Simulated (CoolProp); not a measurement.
n-perfluorohexane along the isotherm 176.85 °C: Z from the reference equation and from simpler models built on Tc = 174.9 °C, pc = 1.742 MPa, ω = 0.497; each cubic takes its own stable root.

Values from CoolProp's reference Helmholtz-energy equation of state, Gao 2022.

```csv
p (MPa),phase,reference
0.187,gas,0.9620
0.373,gas,0.9219
0.56,gas,0.8788
0.746,gas,0.8326
0.933,gas,0.7817
1.12,gas,0.7249
1.31,gas,0.6583
1.49,gas,0.5814
1.68,gas,0.4670
1.87,supercritical,0.2083
2.05,supercritical,0.2011
2.24,supercritical,0.2084
2.43,supercritical,0.2186
2.61,supercritical,0.2294
```

Problem. How far does each simpler model (van der Waals, Redlich-Kwong, Soave-Redlich-Kwong, Peng-Robinson) lie from the reference over these 14 states: mean and median of the absolute difference, and the worst?

Solution. 
- van der Waals: mean 22.2 %, median 8.9 %, worst +53.6 % at 176.85 °C and 2.24 MPa
- Redlich-Kwong: mean 11.8 %, median 3.7 %, worst +31.1 % at 176.85 °C and 2.05 MPa
- Soave-Redlich-Kwong: mean 12.7 %, median 4.2 %, worst +34.4 % at 176.85 °C and 1.87 MPa
- Peng-Robinson: mean 7.4 %, median 1.0 %, worst +23.1 % at 176.85 °C and 1.87 MPa
